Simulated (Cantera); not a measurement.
What does this Cantera script print?

```python
import numpy as np
import cantera as ct

gas_names = [...]  # 151 gases of nasa_gas.yaml made of C, H, N, O, Si
cond_names = """
    C(gr) C6H6(L) C7H8(L) C8H18(L),n-octa H2O(s) H2O(L) Si(cr) Si(L) SiC(b) SiO2(Lqz) SiO2(hqz) SiO2(L)
    Si2N2O(s) Si3N4(a)
""".split()


# ... load() reads the species with a 1 bar reference pressure and builds the phases ...
atoms = {
    'TEOS': {'Si': 1, 'C': 8, 'H': 20, 'O': 4},
    'NO': {'N': 1, 'O': 1},
    'O2': {'O': 2},
}
top_T = {'C(gr)': 4500, 'SiC(b)': 3050, 'Si2N2O(s)': 2100, 'Si3N4(a)': 2400}  # K; cautious upper limits of use, not melting points


# ... equilibrate(T, P, feed) seeds the gas with the atoms and calls Mixture.equilibrate('TP', solver="vcs", rtol=1e-11, max_steps=5000) ...
results = []
feed = {'TEOS': 1, 'NO': 0.43, 'O2': 16}  # mol
T = 1400  # K
P = 1333.22  # Pa
mix = equilibrate(T, P, feed)
results.append((T, P, feed, dict(zip(mix.species_names, mix.species_moles))))
x = sorted(zip(gas.X, gas.species_names), reverse=True)
print(f"T = {T:g} K  P = {P:g} Pa  gas = {mix.phase_moles(0):.4g} mol")
print("   x: " + "  ".join(f"{s} {v:.3e}" for v, s in x if v > 0.001))
print("   condensed (mol): " + ("  ".join(f"{mix.phase(i).name} {mix.phase_moles(i):.4g}"
      for i in range(1, mix.n_phases) if mix.phase_moles(i) > 1e-12) or "none"))
```

Result:

```
T = 1400 K  P = 1333.22 Pa  gas = 22.43 mol
   x: H2O 4.457e-01  CO2 3.566e-01  O2 1.878e-01  N2 9.547e-03
   condensed (mol): SiO2(hqz) 1
```

These are equilibrium values from Cantera (NASA tables, ideal gas, pure condensed phases), not measurements of a reactor. The feed counts by its element totals alone. The tables hold silica as quartz up to 1696 K and as liquid above; real silica turns to tridymite and cristobalite and melts near 1996 K.
